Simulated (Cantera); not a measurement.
Cantera with NASA thermochemical tables; ideal gases at 1 bar, condensed phases pure. Values are per mole of reaction as written; species without (g) are pure solids or liquids, kept so even where they would boil at 1 bar.

3 C2H6(g) + 12 CuF2 + C6H6(g) ⇌ 12 Cu + 12 CH2F2(g)

```tsv
T (K)	ΔH° (kJ)	ΔS° (J/K)	ΔG° (kJ)	log10 K	condensed phases
850	1043.8	1179.0	41.7	-2.56	CuF2(s), Cu(s)
950	1012.6	1144.2	-74.4	4.09	CuF2(s), Cu(s)
1050	981.0	1112.6	-187.3	9.32	CuF2(s), Cu(s)
1150	282.5	482.6	-272.5	12.38	CuF2(l), Cu(s)
1250	242.2	449.0	-319.0	13.33	CuF2(l), Cu(s)
1350	…	…	…	…	CuF2(l), Cu(s)
1450	…	…	…	…	CuF2(l), Cu(l)
1550	288.6	485.2	-463.4	15.62	CuF2(l), Cu(l)
1650	252.7	462.7	-510.8	16.17	CuF2(l), Cu(l)
1750	217.0	441.8	-556.0	16.60	CuF2(l), Cu(l)
1850	181.7	422.1	-599.2	16.92	CuF2(l), Cu(l)
```

Task: Fill in the missing entries.

Result: 
- 1350, ΔH° (kJ): 204.0
- 1350, ΔS° (J/K): 419.6
- 1350, ΔG° (kJ): -362.4
- 1350, log10 K: 14.02
- 1450, ΔH° (kJ): 324.9
- 1450, ΔS° (J/K): 509.4
- 1450, ΔG° (kJ): -413.7
- 1450, log10 K: 14.90
